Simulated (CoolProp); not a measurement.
Vapour-liquid equilibrium of R22 (1) + R123 (2) at 0.242 MPa; x and y are mole fractions of (1).

The numbers come from the multi-fluid Helmholtz-energy mixture model, Kamei 1995 and Younglove 1994; pair parameters Bell 2016 in CoolProp.

```
x     bubble temperature (K)  y at the bubble point  dew temperature at overall composition x (K)  liquid density (mol/L)
----  ----------------------  ---------------------  --------------------------------------------  ----------------------
0.05                   317.8                  0.279                                         325.9                       ?
0.15                   301.6                  0.618                                         322.5                       ?
0.25                   289.3                  0.784                                         318.9                   10.63
0.35                   280.2                  0.870                                         314.9                   11.22
0.45                   273.2                  0.918                                         310.5                   11.81
0.55                   267.9                  0.947                                         305.4                   12.42
0.65                   263.6                  0.965                                         299.5                   13.04
0.75                   260.0                      ?                                         292.3                   13.71
0.85                   256.9                  0.989                                         282.6                   14.41
0.95                   254.1                  0.996                                         267.2                       ?
```

**Question.** What belongs in the gaps?

**Answer.** 
- 0.05, liquid density (mol/L): 9.391
- 0.15, liquid density (mol/L): 10.03
- 0.75, y at the bubble point: 0.979
- 0.95, liquid density (mol/L): 15.18

No azeotrope shows between x = 0.05 and 0.95.

The pair parameters rest on a limited set of measurements; away from them the model extrapolates.
